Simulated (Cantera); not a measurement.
# Halide evaporation, hydrolysis and transport: CaCl2 + O2 + H2

A closed system holds: 1 mol CaCl2, 2.5 mol O2, 1 mol H2, held at 0.133 bar.

These are equilibrium values from Cantera (NASA tables, ideal gas, pure condensed phases), not measurements of a reactor. Candidate condensed phases: Ca, CaCl2, CaO, Ca(OH)2, H2O; 21 gas species. Mutual solubility and eutectic melting of coexisting phases are not modelled. Condensed phases not in the tables: oxide chlorides. Rates play no part.

```csv
T (K),x O2,x H2O,x HCl,x CaCl2,n CaCl2(s),n CaO(s),n CaCl2(l)
900,0.666,0.333,0.000818,2.51e-9,0.999,0.00123,0
950,0.666,0.332,0.00174,2.28e-8,0.997,0.00261,0
1000,0.666,0.331,0.00341,1.65e-7,0.995,0.00514,0
1050,0.665,0.329,0.00623,9.64e-7,0,0.00940,0.991
1100,0.663,0.327,0.0100,4.16e-6,0,0.0152,0.985
1150,0.661,0.323,0.0154,1.57e-5,0,0.0234,0.977
1200,0.659,0.318,0.0226,5.24e-5,0,0.0346,0.965
1250,0.656,0.312,0.0321,0.000158,0,0.0496,0.950
1300,0.651,0.304,0.0441,0.000433,0,0.0687,0.930
1350,0.646,0.294,0.0588,0.00110,0,0.0927,0.904
1400,0.638,0.281,0.0762,0.00258,0,0.122,0.870
1450,0.629,0.267,0.0961,0.00568,0,0.157,0.825
1500,0.616,0.249,0.118,0.0118,0,0.199,0.763
```
x: gas mole fraction; n: condensed amount in mol.

From 900 K to 1000 K the condensed part is CaCl2(s) + CaO(s). From 1050 K to 1500 K the condensed part is CaCl2(l) + CaO(s).
